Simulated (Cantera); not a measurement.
A closed system holds: 1 mol Pb, 0.12 mol O2, a varied amount of H2, held at 0.170 bar.

Cantera equilibrium calculation (NASA polynomials, part measured and part estimated; ideal gas, pure solids and liquids). Candidate condensed phases: H2O, Pb, PbO, PbO2, Pb3O4; 12 gas species. Equilibrium is a limit: real reactors are often held back by kinetics, nucleation or transport.

Stable condensed phases, one row left out:

```
T in K \ n(H2) in mol
           5 7.3  11  15  22  32  47  69
   1598    A   A   A   A   A   A   A   A
   1548    A   A   A   A   A   A   A   A
   1498    B   A   A   A   A   A   A   A
   1448    B   B   A   A   A   A   A   A
   1348    B   B   B   B   B   B   A   A
   1298    B   B   B   B   B   B   B   A
   1248    B   B   B   B   B   B   B   B
   1198    B   B   B   B   B   B   B   B
   1148    B   B   B   B   B   B   B   B
   1098    B   B   B   B   B   B   B   B
   1048    B   B   B   B   B   B   B   B
    998    B   B   B   B   B   B   B   B
    948    B   B   B   B   B   B   B   B
```

A: gas only; B: Pb.

### Question
Give the row for 1398 K.

### Answer
5: Pb; 7.3: Pb; 11: Pb; 15: Pb; 22: gas only; 32: gas only; 47: gas only; 69: gas only.
